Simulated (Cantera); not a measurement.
An adiabatic, constant-volume homogeneous reactor starts with CH4 : CO : O2 : N2 = 1 : 0.3 : 2.5 : 9.4 (molar parts), at 1623 K and 1.00 atm. Integrator tolerance rtol = 1e-08.

Detailed kinetics in Cantera: GRI-Mech 3.0 (53 species, 325 reactions).

What does this change do: N2 9.4 to 16 parts?


```json
[
 {"quantity": "time of steepest temperature rise", "before": "0.356 ms", "after": "0.520 ms"},
 {"quantity": "temperature at 0.200 s", "before": "2882 K", "after": "2687 K"},
 {"quantity": "equilibrium temperature", "before": "2882 K", "after": "2687 K"},
 {"quantity": "x(CH4) at 0.200 s", "before": "<1e-12 (gas-phase equilibrium <1e-12)", "after": "<1e-12 (gas-phase equilibrium <1e-12)"},
 {"quantity": "x(CO) at 0.200 s", "before": "0.0427 (gas-phase equilibrium 0.0427)", "after": "0.0210 (gas-phase equilibrium 0.0210)"},
 {"quantity": "x(O2) at 0.200 s", "before": "0.0366 (gas-phase equilibrium 0.0366)", "after": "0.0220 (gas-phase equilibrium 0.0220)"},
 {"quantity": "x(HO2) at 0.200 s", "before": "1.15e-5 (gas-phase equilibrium 1.15e-5)", "after": "4.38e-6 (gas-phase equilibrium 4.38e-6)"},
 {"quantity": "x(CO2) at 0.200 s", "before": "0.0523 (gas-phase equilibrium 0.0523)", "after": "0.0437 (gas-phase equilibrium 0.0437)"},
 {"quantity": "x(CH2CO) at 0.200 s", "before": "<1e-12 (gas-phase equilibrium <1e-12)", "after": "<1e-12 (gas-phase equilibrium <1e-12)"},
 {"quantity": "x(NO) at 0.200 s", "before": "0.0160 (gas-phase equilibrium 0.0160)", "after": "0.0102 (gas-phase equilibrium 0.0102)"}
]
```

What does this change do: CH4 1 to 0.48 parts?


```
quantity                                                            before                                    after
---------------------------------  ---------------------------------------  ---------------------------------------
time of steepest temperature rise                                 0.356 ms                                 0.307 ms
temperature at 0.200 s                                              2882 K                                   2590 K
equilibrium temperature                                             2882 K                                   2590 K
x(CH4) at 0.200 s                    <1e-12 (gas-phase equilibrium <1e-12)    <1e-12 (gas-phase equilibrium <1e-12)
x(CO) at 0.200 s                     0.0427 (gas-phase equilibrium 0.0427)  0.00783 (gas-phase equilibrium 0.00783)
x(O2) at 0.200 s                     0.0366 (gas-phase equilibrium 0.0366)      0.100 (gas-phase equilibrium 0.100)
x(HO2) at 0.200 s                  1.15e-5 (gas-phase equilibrium 1.15e-5)  9.53e-6 (gas-phase equilibrium 9.53e-6)
x(CO2) at 0.200 s                    0.0523 (gas-phase equilibrium 0.0523)    0.0537 (gas-phase equilibrium 0.0537)
x(CH2CO) at 0.200 s                  <1e-12 (gas-phase equilibrium <1e-12)    <1e-12 (gas-phase equilibrium <1e-12)
x(NO) at 0.200 s                     0.0160 (gas-phase equilibrium 0.0160)    0.0179 (gas-phase equilibrium 0.0179)
```
